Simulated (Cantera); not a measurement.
A Cantera script and its output.

```python
import numpy as np
import cantera as ct

gas = ct.Solution("gri30.yaml")
gas.TPX = 1023, 580000, {'CH4': 1, 'CO': 1, 'O2': 5.09, 'N2': 17.8}
reactor = ct.IdealGasReactor(gas, energy="on", clone=False)
net = ct.ReactorNet([reactor])
net.rtol, net.atol = 1e-08, 1e-16
show = ['CH4', 'CO', 'O2', 'OH', 'C2H']
times = np.geomspace(2e-06, 0.3, 13)

steps = ct.SolutionArray(gas, extra=["t"])
rows = []
print(f"{'t/s':>10s}{'T/K':>9s}{'P/Pa':>11s}" + "".join(f"{s:>11s}" for s in show))
for t in times:
    while net.time < t:
        t_next = net.step()
        steps.append(gas.state, t=t_next)
    rows.append([np.interp(t, steps.t, y) for y in (steps.T, steps.P, *steps(*show).X.T)])
    print(f"{t:10.3e}{rows[-1][0]:9.1f}{rows[-1][1]:11.4g}" + "".join(f"{x:11.3e}" for x in rows[-1][2:]))
rate = np.gradient(steps.T, steps.t)
print("integrator steps:", len(steps.t))
if steps.T.max() > steps.T[0] + 200:
    print(f"time of steepest temperature rise: {steps.t[rate.argmax()]:.4e} s")
gas.TPX = 1023, 580000, {'CH4': 1, 'CO': 1, 'O2': 5.09, 'N2': 17.8}
gas.equilibrate("UV")
print(f"equilibrium (UV): T = {gas.T:.1f} K  " + "  ".join(f"{s} {gas[s].X[0]:.3e}" for s in show))
```

Result:

```
       t/s      T/K       P/Pa        CH4         CO         O2         OH        C2H
 2.000e-06   1023.0    5.8e+05  4.018e-02  4.018e-02  2.045e-01  1.780e-11  2.581e-37
 5.400e-06   1023.0    5.8e+05  4.018e-02  4.018e-02  2.045e-01  2.028e-11  2.978e-36
 1.458e-05   1023.0    5.8e+05  4.018e-02  4.018e-02  2.045e-01  2.144e-11  2.672e-35
 3.936e-05   1023.0    5.8e+05  4.018e-02  4.018e-02  2.045e-01  2.450e-11  2.365e-34
 1.063e-04   1023.0    5.8e+05  4.018e-02  4.018e-02  2.045e-01  3.278e-11  2.525e-33
 2.869e-04   1023.0    5.8e+05  4.018e-02  4.018e-02  2.045e-01  5.540e-11  6.843e-32
 7.746e-04   1023.0    5.8e+05  4.018e-02  4.018e-02  2.045e-01  1.188e-10  1.329e-29
 2.091e-03   1023.0    5.8e+05  4.018e-02  4.018e-02  2.045e-01  2.647e-10  3.900e-27
 5.646e-03   1023.1    5.8e+05  4.017e-02  4.017e-02  2.045e-01  3.754e-10  2.503e-25
 1.524e-02   1023.3  5.802e+05  4.015e-02  4.017e-02  2.045e-01  4.809e-10  6.064e-24
 4.116e-02   1024.3  5.807e+05  4.008e-02  4.014e-02  2.044e-01  8.762e-10  2.657e-22
 1.111e-01   1035.9  5.872e+05  3.929e-02  3.996e-02  2.036e-01  9.086e-09  5.899e-19
 3.000e-01   2408.2  1.341e+06  2.215e-19  1.557e-03  9.898e-02  4.153e-03  1.203e-25
integrator steps: 2561
time of steepest temperature rise: 1.2818e-01 s
equilibrium (UV): T = 2408.2 K  CH4 3.295e-19  CO 1.557e-03  O2 9.898e-02  OH 4.153e-03  C2H 1.345e-25
```

Model: GRI-Mech 3.0 (53 species, 325 reactions), integrated in Cantera.
